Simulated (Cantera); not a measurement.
A perfectly stirred reactor is fed with CO : H2 : O2 : N2 = 1 : 1 : 2.04 : 7.67 (molar parts), equivalence ratio 0.49, at 66000 Pa; it is adiabatic with a 473 K inlet, and is followed from long to short residence time, starting on the burning branch (τ in s: 0.07, 0.028, 0.011, 0.0045, 0.0018, 0.00072, 0.00029, 0.00012, 4.7e-05, 1.9e-05, 7.5e-06).

Cantera simulation using GRI-Mech 3.0 (53 species, 325 reactions); the numbers are that mechanism's predictions, not measurements.

Question: Predict: blow-out, bracketed by the residence times tried; x(CO) at τ = 70.0 ms; x(H2) at τ = 70.0 ms; x(O2) at τ = 70.0 ms; x(NO2) at τ = 70.0 ms; x(H2O) at τ = 70.0 ms; x(CO) at τ = 0.720 ms; x(H2) at τ = 0.720 ms; x(O2) at τ = 0.720 ms; x(NO2) at τ = 0.720 ms; x(H2O) at τ = 0.720 ms.

Answer: 
```json
{
 "blow_out_bracketed_by_the_residence_times_tried": "burning at 0.290 ms, out at 0.120 ms",
 "x(CO) at τ = 70.0 ms": "0.00131",
 "x(H2) at τ = 70.0 ms": "0.000283",
 "x(O2) at τ = 70.0 ms": "0.0969",
 "x(NO2) at τ = 70.0 ms": "3.98e-8",
 "x(H2O) at τ = 70.0 ms": "0.0918",
 "x(CO) at τ = 0.720 ms": "0.0175",
 "x(H2) at τ = 0.720 ms": "0.00360",
 "x(O2) at τ = 0.720 ms": "0.102",
 "x(NO2) at τ = 0.720 ms": "5.79e-9",
 "x(H2O) at τ = 0.720 ms": "0.0829"
}
```
